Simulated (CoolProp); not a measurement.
Sulfur hexafluoride at 531.89 K and 0.359 MPa is throttled through a valve to 0.117 MPa with no heat exchange. Each further row changes one setting.

Model: reference Helmholtz-energy equation of state, Guder 2009, in CoolProp.

| case | temperature change (K) | final density (kg/m³) |
|---|---|---|
| as stated | -0.5 | 3.87 |
| outlet pressure 0.0351 MPa | -0.7 | 1.16 |
| outlet pressure 0.152 MPa | -0.4 | 5.03 |
